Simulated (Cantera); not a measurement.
Feed: 1 mol Fe2O3, 7.4 mol C, 13 mol N2, equilibrated at 2425 K and 21.0 Pa.

These are equilibrium values from Cantera (NASA tables, ideal gas, pure condensed phases), not measurements of a reactor. Candidate condensed phases: C, Fe, Fe(CO)5, FeO, Fe2O3, Fe3O4; 27 gas species. Kinetics and transport are ignored.

Base state: N2 0.719, CO 0.166, Fe 0.111, CN 0.00317, C3 0.000710, C 0.000274, C2 6.45e-5, C2N2 3.51e-5 (mole fractions); condensed: C(graphite).

What changes in the equilibrium state with this change: temperature from 2425 K to 2575 K?


```
species             before     after
----------------  --------  --------
N2                   0.719     0.705
CO                   0.166     0.164
Fe                   0.111     0.109
CN                 0.00317    0.0109
C3                0.000710   0.00734
C5                 1.51e-6   3.00e-5
C2                 6.45e-5  0.000686
C                 0.000274   0.00216
N                  8.36e-6   3.33e-5
C(graphite), mol      4.30      3.73
```
